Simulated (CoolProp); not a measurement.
Aqueous lithium chloride as a coolant, 5 % by mass, freezing at -5.1 °C, 1 atm.

Model: Melinder's fits for secondary coolants, in CoolProp.

```csv
T (°C),Prandtl number,cp (kJ/(kg K)),density (kg/m³),conductivity (W/(m K))
-0.3,14.7,3.914,1030,0.551
9.2,10.7,3.913,1029,0.567
18.6,8.24,3.914,1027,0.583
28.1,6.50,3.918,1025,0.598
37.5,5.24,3.923,1022,0.613
```
